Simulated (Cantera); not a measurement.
# Silicon nitride deposition: SiCl₄ + N₂ + H₂

Feed: 1 mol SiCl₄, 0.7 mol N₂, 24 mol H₂, equilibrated at 0.0620 bar.

These are equilibrium values from Cantera (NASA tables, ideal gas, pure condensed phases), not measurements of a reactor. Candidate condensed phases: NH₄Cl, Si, Si₃N₄; 28 gas species. N₂ is the only nitrogen source here; it is nearly inert below about 1500 K, so the nitride shown seldom forms there in practice. The tables' values for SiCl₃, SiCl, SiN are old estimates; treat these amounts as uncertain. Gases not in the tables: Si₂H₆ and higher silanes. Rates play no part.

```
T (°C)   x H₂   x HCl  x SiCl₂     x N₂  n Si₃N₄(s)  n Si(l)
------  -----  ------  -------  -------  ----------  -------
1202    0.851   0.130  0.00909  0.00832       0.241        0
1252    0.853   0.122   0.0133   0.0110       0.206        0
1302    0.854   0.112   0.0182   0.0141       0.164        0
1352    0.856   0.101   0.0235   0.0176       0.118        0
1402    0.858  0.0902   0.0291   0.0212      0.0691        0
1452    0.855  0.0870   0.0305   0.0262           0    0.168
1502    0.853  0.0889   0.0297   0.0262           0    0.191
1552    0.852  0.0907   0.0288   0.0262           0    0.213
1602    0.850  0.0923   0.0280   0.0262           0    0.232
1652    0.848  0.0938   0.0272   0.0262           0    0.247
1702    0.846  0.0951   0.0264   0.0261           0    0.257
1752    0.842  0.0962   0.0256   0.0261           0    0.259
1802    0.838  0.0971   0.0247   0.0260           0    0.250
```
x: gas mole fraction; n: condensed amount in mol.

From 1202 °C to 1402 °C the condensed part is Si₃N₄(s). From 1452 °C to 1802 °C the condensed part is Si(l). The main Si-bearing gas is SiCl₂ throughout. The share of Si in condensed phases is highest at 1202 °C (72.3 %) and lowest at 1452 °C (16.8 %).
